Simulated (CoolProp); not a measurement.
A single-stage vapour-compression cycle with R236FA: evaporating at 289.15 K (dew point), condensing at 357.15 K (bubble point), superheat 5 K, subcooling 8 K, compressor efficiency 0.6, no pressure losses. Each further row changes one setting.

Values from CoolProp's reference Helmholtz-energy equation of state, Pan 2012.

```
case                              cooling COP  pressure ratio  discharge temperature (K)  refrigerating effect (kJ/kg)  volumetric capacity (kJ/m³)
--------------------------------  -----------  --------------  -------------------------  ----------------------------  ---------------------------
as stated                                1.65            6.86                      365.1                          76.8                         1020
evaporating temperature 294.15 K         1.90            5.76                      364.5                          80.2                         1260
condensing temperature 352.15 K          1.90            6.12                      360.3                          83.7                         1110
subcooling 13 K                          1.80            6.86                      365.1                          83.8                         1110
superheat 15 K                           1.73            6.86                      375.0                          85.4                         1090
compressor efficiency 0.5                1.38            6.86                      373.1                          76.8                         1020
```
